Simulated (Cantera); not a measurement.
# Iron carbonyl, mercury and lead vapours: Pb + CO + H2 + O2

Charge: 1 mol Pb, 5.8 mol CO, 2.1 mol H2, 2 mol O2, equilibrated at 100 Torr.

Equilibrium computed with Cantera from the NASA thermochemical tables; the gas is ideal and each condensed phase is pure. Candidate condensed phases: C, C6H6, C7H8, C8H18, H2O, Pb, PbO, PbO2, Pb3O4; 113 gas species. Equilibrium is a limit: real reactors are often held back by kinetics, nucleation or transport.

```
T (K)  log p CO2  log p CO  log p H2O  log p H2  log p Pb  log p CH4  log p PbO  n C(graphite)  n Pb(l)
-----  ---------  --------  ---------  --------  --------  ---------  ---------  -------------  -------
723        -1.07     -2.13      -1.62     -1.79     -8.51      -2.86       <-12           1.24     1.00
823        -1.21     -1.45      -1.94     -1.62     -6.87      -3.27       <-12          0.166    1.000
923        -1.27     -1.36      -1.87     -1.66     -5.60      -4.90     -11.90              0    1.000
1023       -1.29     -1.33      -1.79     -1.72     -4.57      -6.38     -10.06              0    0.998
1123       -1.31     -1.31      -1.73     -1.77     -3.74      -7.61      -8.56              0    0.989
1223       -1.33     -1.30      -1.69     -1.83     -3.04      -8.65      -7.30              0    0.946
1323       -1.35     -1.29      -1.67     -1.88     -2.45      -9.57      -6.24              0    0.786
1423       -1.39     -1.31      -1.67     -1.95     -1.95     -10.41      -5.33              0    0.274
```
log p: log10 of the partial pressure in bar; n: condensed amount in mol.

From 723 K to 823 K the condensed part is C(graphite) + Pb(l). From 923 K to 1423 K the condensed part is Pb(l). The main Pb-bearing gas is Pb throughout.
